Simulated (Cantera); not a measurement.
Source: NASA polynomial tables (part measured, part estimated), evaluated in Cantera. Values are per mole of reaction as written; species without (g) are pure solids or liquids, kept so even where they would boil at 1 bar.

2 O3(g) + 6 H(g) → 3 H2O2(g)

```tsv
T (K)	ΔH° (kJ)	ΔS° (J/K)	ΔG° (kJ)	log10 K
300	?	?	?	?
725	?	?	?	?
925	-2041.0	-538.5	-1542.9	87.13
1125	-2050.5	-547.9	-1434.2	66.59
1325	-2058.3	-554.2	-1324.0	52.19
1525	-2065.3	-559.1	-1212.6	41.53
1725	?	?	?	?
1925	-2079.5	-567.4	-987.3	26.79
2125	?	?	?	?
```

### Question
What belongs in the gaps?

### Answer

- 300, ΔH° (kJ): -2000.7
- 300, ΔS° (J/K): -463.2
- 300, ΔG° (kJ): -1861.7
- 300, log10 K: 324.14
- 725, ΔH° (kJ): -2029.8
- 725, ΔS° (J/K): -524.8
- 725, ΔG° (kJ): -1649.3
- 725, log10 K: 118.83
- 1725, ΔH° (kJ): -2072.1
- 1725, ΔS° (J/K): -563.4
- 1725, ΔG° (kJ): -1100.3
- 1725, log10 K: 33.32
- 2125, ΔH° (kJ): -2087.6
- 2125, ΔS° (J/K): -571.4
- 2125, ΔG° (kJ): -873.4
- 2125, log10 K: 21.47
